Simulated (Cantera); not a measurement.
An adiabatic, constant-volume homogeneous reactor starts with 8.31 % H2, 8.64 % O2, 83.1 % N2, equivalence ratio 0.48, at 1775 K and 240 Torr.

Model: the H2/O2 subset of GRI-Mech 3.0, which has no nitrogen chemistry, integrated in Cantera.

Predict: time of steepest temperature rise; temperature at 1.00 s; equilibrium temperature; x(H2) at 1.00 s; x(O2) at 1.00 s; x(H) at 1.00 s; x(HO2) at 1.00 s; x(H2O) at 1.00 s.


```json
{
 "time_of_steepest_temperature_rise": "39.1 µs",
 "temperature at 1.00 s": "2399 K",
 "equilibrium_temperature": "2399 K",
 "x(H2) at 1.00 s": "0.00210 (gas-phase equilibrium 0.00210)",
 "x(O2) at 1.00 s": "0.0445 (gas-phase equilibrium 0.0445)",
 "x(H) at 1.00 s": "0.00113 (gas-phase equilibrium 0.00113)",
 "x(HO2) at 1.00 s": "2.43e-6 (gas-phase equilibrium 2.43e-6)",
 "x(H2O) at 1.00 s": "0.0796 (gas-phase equilibrium 0.0796)"
}
```
